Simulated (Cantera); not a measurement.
A closed system holds: 1 mol SiCl₄, 5.2 mol HCl, 5.3 mol H₂, equilibrated at 1025 °C and 101000 Pa.

Method: chemical equilibrium by Gibbs-energy minimisation in Cantera with the NASA 1993 tables (ideal gas, pure condensed phases). Candidate condensed phases: Si; 19 gas species. The tables' values for SiCl₃ are old estimates; treat these amounts as uncertain. The numbers say what is thermodynamically allowed, not how fast it happens.

Base state: HCl 0.458, H₂ 0.456, SiCl₄ 0.0812, SiHCl₃ 0.00365, SiCl₃ 0.00177, SiCl₂ 0.000230, SiH₂Cl₂ 2.31e-5 (mole fractions); condensed: gas only.

Question: What changes in the equilibrium state with this change: HCl from 5.2 to 1.2 mol?

Answer: 
```json
[
 {"species": "H₂", "before": "0.456", "after": "0.679"},
 {"species": "HCl", "before": "0.458", "after": "0.189"},
 {"species": "SiCl₄", "before": "0.0812", "after": "0.106"},
 {"species": "SiHCl₃", "before": "0.00365", "after": "0.0171"},
 {"species": "SiH₂Cl₂", "before": "2.31e-5", "after": "0.000391"},
 {"species": "SiCl₂", "before": "0.000230", "after": "0.00261"}
]
```
